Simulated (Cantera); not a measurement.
Input (Python, Cantera) and output of one run.

```python
import numpy as np
import cantera as ct

gas_names = [...]  # 95 gases of nasa_gas.yaml made of C, F, H
cond_names = """
    C(gr) C6H6(L) C7H8(L) C8H18(L),n-octa
""".split()


# ... load() reads the species with a 1 bar reference pressure and builds the phases ...
atoms = {
    'CH3F': {'C': 1, 'H': 3, 'F': 1},
    'H2': {'H': 2},
}
top_T = {'C(gr)': 4500}  # K; cautious upper limits of use, not melting points


# ... equilibrate(T, P, feed) seeds the gas with the atoms and calls Mixture.equilibrate('TP', solver="vcs", rtol=1e-11, max_steps=5000) ...
results = []
feed = {'CH3F': 1, 'H2': 0.99}  # mol
P = 1000  # Pa
for T in [798, 998, 1198, 1398, 1598, 1798, 1998, 2198, 2398, 2598, 2798, 2998, 3198]:
    mix = equilibrate(T, P, feed)
    results.append((T, P, feed, dict(zip(mix.species_names, mix.species_moles))))

top = {s: max(r[3][s] / sum(r[3][g] for g in gas_names) for r in results) for s in gas_names}
cols = sorted((s for s in top if top[s] > 1e-06), key=lambda s: -top[s])[:9]
seen = [c for c in cond_names if any(r[3].get(c, 0) > 1e-12 for r in results)]
print("log10 of partial pressures in bar; condensed amounts in mol")
print(f"{'T/K':>10s}" + "".join(f"{s[:9]:>10s}" for s in cols + seen))
for T, P, feed, n in results:
    ng = sum(n[g] for g in gas_names)
    print(f"{T:10.4g}" + "".join(f"{np.log10(max(n[s] / ng * P / 1e5, 1e-99)):10.3f}" for s in cols)
          + "".join(f"{n.get(c, 0):10.4g}" for c in seen))
```

Result:

```
log10 of partial pressures in bar; condensed amounts in mol
       T/K         H        H2        HF        C3         F         C C2H2,acet        C2       C2H     C(gr)
       798   -12.665    -2.182    -2.473   -43.351   -21.645   -38.798   -14.108   -44.355   -30.933    0.9822
       998    -9.756    -2.177    -2.475   -32.348   -16.977   -29.360   -11.143   -33.408   -23.503    0.9987
      1198    -7.809    -2.177    -2.476   -25.042   -13.853   -23.075    -9.182   -26.127   -18.563    0.9998
      1398    -6.413    -2.177    -2.476   -19.847   -11.616   -18.590    -7.788   -20.940   -15.044    0.9999
      1598    -5.362    -2.177    -2.476   -15.969    -9.934   -15.230    -6.747   -17.060   -12.410    0.9999
      1798    -4.543    -2.178    -2.476   -12.968    -8.623   -12.620    -5.942   -14.052   -10.367    0.9993
      1998    -3.887    -2.184    -2.479   -10.579    -7.571   -10.535    -5.305   -11.652    -8.738     0.997
      2198    -3.356    -2.203    -2.485    -8.635    -6.706    -8.832    -4.799    -9.694    -7.414    0.9902
      2398    -2.927    -2.249    -2.502    -7.023    -5.980    -7.414    -4.410    -8.067    -6.330    0.9747
      2598    -2.595    -2.351    -2.536    -5.667    -5.353    -6.216    -4.144    -6.695    -5.445    0.9449
      2798    -2.360    -2.540    -2.589    -4.511    -4.788    -5.191    -4.020    -5.522    -4.740    0.8684
      2998    -2.233    -2.857    -2.667    -3.515    -4.253    -4.303    -4.066    -4.508    -4.207    0.3797
      3198    -2.175    -3.243    -2.758    -3.333    -3.752    -3.756    -4.672    -4.081    -4.254         0
```

These are equilibrium values from Cantera (NASA tables, ideal gas, pure condensed phases), not measurements of a reactor.
